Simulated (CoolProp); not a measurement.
Computed with CoolProp (reference Helmholtz-energy equation of state, Thol 2015).

### Question
Give the vapour pressure (MPa), liquid density (kg/m³), enthalpy of vaporisation (kJ/kg), vapour Z of saturated octamethylcyclotetrasiloxane (D4) at 54.65 °C.

### Answer
| T (°C) | p (MPa) | liquid density (kg/m³) | enthalpy of vaporisation (kJ/kg) | vapour Z |
|---|---|---|---|---|
| 54.65 | 0.000947 | 917 | 175 | 0.998 |
